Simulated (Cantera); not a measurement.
A freely propagating, adiabatic, planar premixed flame of 27.4 % H2, 10.5 % O2, 43.2 % N2, 18.9 % H2O, equivalence ratio 1.3, unburnt at 350 K and 165 Torr; multicomponent transport, grid criteria slope 0.08 and curve 0.16, no radiation.

Computed with Cantera and the H2/O2 subset of GRI-Mech 3.0, which has no nitrogen chemistry. Burning velocities carry a grid error of a few per cent, more on coarse grids.

x: mole fraction of selected species; z is measured from the peak of heat release.

```csv
z (mm),T (K),u (m/s),x H2,x O2,x H2O,x O,x HO2,x OH
-6.54,350,1.95,0.274,0.105,0.189,<1e-8,<1e-8,<1e-8
-4.36,350,1.95,0.274,0.105,0.189,<1e-8,<1e-8,<1e-8
-3.27,350,1.95,0.274,0.105,0.189,<1e-8,<1e-8,<1e-8
-2.18,350,1.95,0.273,0.105,0.189,<1e-8,3.92e-8,<1e-8
-1.09,357,1.98,0.269,0.106,0.190,3.40e-7,2.56e-5,1.13e-6
-0.545,493,2.68,0.248,0.104,0.203,3.52e-5,0.000215,0.000408
0,858,4.54,0.194,0.0862,0.252,0.000608,6.66e-5,0.000678
0.545,1145,5.96,0.125,0.0509,0.326,0.00283,2.49e-5,0.00197
1.09,[?],6.75,[?],[?],0.379,[?],[?],[?]
2.18,1443,7.42,0.0677,[?],0.406,[?],[?],[?]
4.36,1561,7.97,0.0683,0.00652,0.415,0.00231,2.09e-6,0.00627
8.71,1666,8.44,0.0684,0.00412,0.424,0.00145,1.22e-6,0.00598
17.4,1750,8.81,0.0678,0.00221,0.432,0.000764,6.46e-7,0.00495
```

Question: Some entries are withheld; supply them.

Answer: 
- 1.09, T (K): 1305
- 1.09, x H2: 0.0826
- 1.09, x O2: 0.0227
- 1.09, x O: 0.00361
- 1.09, x HO2: 9.47e-6
- 1.09, x OH: 0.00391
- 2.18, x O2: 0.00955
- 2.18, x O: 0.00310
- 2.18, x HO2: 3.46e-6
- 2.18, x OH: 0.00569
